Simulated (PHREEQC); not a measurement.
A solution holds 0.0078 mol/kgw CuSO4, 7e-05 mol/kgw H2SO4 and 0.0091 mol/kgw FeCl3, at 25 °C. Closed to the air; pH follows from the charge balance.

Computed with PHREEQC (ion-association model, wateq4f.dat).

This is a speciation only: nothing precipitates in the calculation.

### Question
What pH does the model give?

### Answer
pH 2.61.

### Question
In which forms is S present?

### Answer
FeSO4+ 55 %, SO4-2 29 %, CuSO4 9.0 %, HSO4- 3.9 %, Fe(SO4)2- 2.5 %, FeHSO4+2 0.7 % of the S.

The solution is supersaturated, for example in Hematite (slow to form), Goethite (slow to form), so a real one may precipitate; this is no full list.
